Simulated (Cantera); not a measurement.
**Thermodynamics of fluorocarbon and chlorocarbon gases, feed CH2F2 + CH4 + H2**

Feed: 1 mol CH2F2, 0.033 mol CH4, 2.2 mol H2, equilibrated at 3275 °C.

Equilibrium computed with Cantera from the NASA thermochemical tables; the gas is ideal and each condensed phase is pure. Candidate condensed phases: C, C6H6, C7H8, C8H18; 95 gas species. Kinetics and transport are ignored.

```csv
P (Pa),x H,x HF,x H2,x F,x C,x C2H2 (acetylene),x C3,x C2H,x C2
1,0.683,0.000230,1.08e-5,0.209,0.108,<1e-12,7.52e-8,3.66e-9,3.25e-5
10,0.682,0.00228,0.000108,0.207,0.107,1.73e-10,7.42e-6,3.62e-7,0.000323
100,0.679,0.0210,0.00107,0.192,0.102,1.54e-7,0.000631,3.23e-5,0.00289
1000,0.659,0.124,0.0100,0.117,0.0602,5.06e-5,0.0130,0.00110,0.0101
10000,0.558,0.268,0.0721,0.0298,0.0173,0.00301,0.0310,0.00769,0.00837
100000,0.314,0.367,0.228,0.00725,0.00331,0.0346,0.0216,0.0158,0.00305
```
x: gas mole fraction; nothing condenses.

From 1.00 Pa to 100000 Pa nothing is condensed. The main C-bearing gas is C at 1.00 Pa and C2H2 (acetylene) at 100000 Pa.
